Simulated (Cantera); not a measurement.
Input: 1 mol C3H6, 0.28 mol NH3, 3.2 mol N2, held at 1.00 bar.

Equilibrium computed with Cantera from the NASA thermochemical tables; the gas is ideal and each condensed phase is pure. Candidate condensed phases: C, C6H6, C7H8, C8H18; 92 gas species. Equilibrium is a limit: real reactors are often held back by kinetics, nucleation or transport.

x: gas mole fraction; n: condensed amount in mol.

```tsv
T (°C)	x N2	x H2	x CH4	x NH3	x HCN	n C(graphite)
327	0.643	0.0564	0.301	0.000447	2.15e-11	1.44
377	0.628	0.102	0.270	0.000482	2.27e-10	1.56
427	0.607	0.164	0.229	0.000484	1.67e-9	1.74
477	0.583	…	…	0.000450	…	…
527	0.558	0.311	0.130	0.000388	3.91e-8	2.22
577	0.537	0.375	0.0875	0.000312	1.37e-7	2.46
627	0.522	0.422	0.0557	0.000240	4.10e-7	2.64
677	0.511	0.454	0.0346	0.000180	1.08e-6	2.77
727	0.505	0.474	…	…	…	2.86
777	0.501	0.486	0.0135	0.000102	5.48e-6	2.91
```

Question: What belongs in the gaps?

Answer: 
- 727, x CH4: 0.0214
- 727, x NH3: 0.000135
- 727, x HCN: 2.54e-6
- 477, x H2: 0.237
- 477, x CH4: 0.180
- 477, x HCN: 9.11e-9
- 477, n C(graphite): 1.97
